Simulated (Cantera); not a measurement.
Cantera run:

```python
import numpy as np
import cantera as ct

gas_names = """
    C CN CO CO2 C2 CCN CNC C2N2 C2O C3 C3O2 C4 C4N2 C5 N NCO NO NO2 NO3 N2 N2O O O2 O3 Pb PbO Pb2
""".split()
cond_names = """
    C(gr) Pb(cr) Pb(L) PbO(rd) PbO(yw) PbO(L) PbO2(s) Pb3O4(s)
""".split()


def load(file, names, dense=False):
    # The tables refer to 1 bar. Condensed volumes are neglected.
    table = {s.name: s for s in ct.Species.list_from_file(file)}
    out = []
    for n in names:
        d = dict(table[n].input_data)
        d["thermo"] = dict(d["thermo"], **{"reference-pressure": 1e5})
        if dense:
            d["equation-of-state"] = {"model": "constant-volume", "density": "1e6 g/cm^3"}
        out.append(ct.Species.from_dict(d))
    return out


gas = ct.Solution(thermo="ideal-gas", species=load("nasa_gas.yaml", gas_names))
cond = {s.name: ct.Solution(thermo="fixed-stoichiometry", species=[s], name=s.name)
        for s in load("nasa_condensed.yaml", cond_names, dense=True)}
atoms = {
    'PbO': {'Pb': 1, 'O': 1},
    'CO': {'C': 1, 'O': 1},
    'N2': {'N': 2},
}
top_T = {'C(gr)': 4500, 'Pb3O4(s)': 820}  # K; cautious upper limits of use, not melting points


def equilibrate(T, P, feed):
    n = {}
    for name, mol in feed.items():
        for a, k in atoms[name].items():
            n[a] = n.get(a, 0.0) + k * mol
    gas.TPX = T, P, n
    mass = sum(n.values()) * gas.mean_molecular_weight
    gas.equilibrate("TP")
    valid = [c for c in cond.values() if c.min_temp <= T <= top_T.get(c.name, c.max_temp)]
    mix = ct.Mixture([(gas, mass / gas.mean_molecular_weight)] + [(c, 0.0) for c in valid])
    mix.T, mix.P = T, P
    mix.equilibrate("TP", solver="vcs", rtol=1e-11, max_steps=5000)
    return mix


results = []
feed = {'PbO': 1, 'CO': 0.28, 'N2': 5.8}  # mol
T = 1173  # K
for P in [10, 100, 1000, 10000, 100000, 1000000]:
    mix = equilibrate(T, P, feed)
    results.append((T, P, feed, dict(zip(mix.species_names, mix.species_moles))))

top = {s: max(r[3][s] / sum(r[3][g] for g in gas_names) for r in results) for s in gas_names}
cols = sorted((s for s in top if top[s] > 1e-05), key=lambda s: -top[s])[:8]
seen = [c for c in cond_names if any(r[3].get(c, 0) > 1e-12 for r in results)]
print("log10 of partial pressures in bar; condensed amounts in mol")
print(f"{'P/Pa':>10s}" + "".join(f"{s[:9]:>10s}" for s in cols + seen))
for T, P, feed, n in results:
    ng = sum(n[g] for g in gas_names)
    print(f"{P:10.4g}" + "".join(f"{np.log10(max(n[s] / ng * P / 1e5, 1e-99)):10.3f}" for s in cols)
          + "".join(f"{n.get(c, 0):10.4g}" for c in seen))
```

Result:

```
log10 of partial pressures in bar; condensed amounts in mol
      P/Pa        N2       PbO        Pb       CO2        O2        NO        CO     Pb(L)    PbO(L)
        10    -4.088    -5.026    -5.332    -5.404    -6.449    -8.679   -10.220         0         0
       100    -3.057    -4.413    -4.372    -4.374    -7.145    -8.511    -8.842         0    0.4636
      1000    -2.041    -4.413    -3.375    -3.357    -9.139    -9.000    -6.829   0.01109    0.6955
     1e+04    -1.022    -4.413    -3.375    -2.339    -9.139    -8.490    -5.810    0.2541    0.7177
     1e+05    -0.021    -4.413    -3.375    -1.337    -9.139    -7.989    -4.808    0.2773    0.7199
     1e+06     0.980    -4.413    -3.375    -0.337    -9.139    -7.489    -3.808    0.2796    0.7201
```

Equilibrium computed with Cantera from the NASA thermochemical tables; the gas is ideal and each condensed phase is pure. Each liquid is taken as pure. Mutual solubility and eutectic melting of coexisting phases are not modelled.
